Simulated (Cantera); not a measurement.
An isothermal, constant-pressure homogeneous reactor starts with CH4 : H2O = 1 : 0.74 (molar parts), at 2000 K and 3.50 bar. Integrator tolerance rtol = 1e-08.

Detailed kinetics in Cantera: GRI-Mech 3.0 (53 species, 325 reactions). GRI-Mech 3.0 stops at C3 and has no aromatics, soot or wall deposition, so with more carbon than oxygen in the feed, carbon stays in small species such as C2H2 where larger ones or solid carbon would form.

Question: What does this change do: temperature 2000 to 1225 K?

Answer: 
```csv
quantity,before,after
x(CH4) at 70.0 s,0.00630 (gas-phase equilibrium 0.00630),0.464 (gas-phase equilibrium 0.0844)
x(H2O) at 70.0 s,8.31e-6 (gas-phase equilibrium 8.40e-6),0.402 (gas-phase equilibrium 0.00267)
x(CH2) at 70.0 s,1.65e-7 (gas-phase equilibrium 1.65e-7),2.28e-12 (gas-phase equilibrium <1e-12)
x(C2H6) at 70.0 s,7.76e-7 (gas-phase equilibrium 7.76e-7),0.00109 (gas-phase equilibrium 9.34e-6)
x(CO) at 70.0 s,0.214 (gas-phase equilibrium 0.214),0.000780 (gas-phase equilibrium 0.227)
x(CO2) at 70.0 s,5.22e-7 (gas-phase equilibrium 5.27e-7),0.000249 (gas-phase equilibrium 0.000603)
x(O) at 70.0 s,<1e-12 (gas-phase equilibrium <1e-12),<1e-12 (gas-phase equilibrium <1e-12)
```
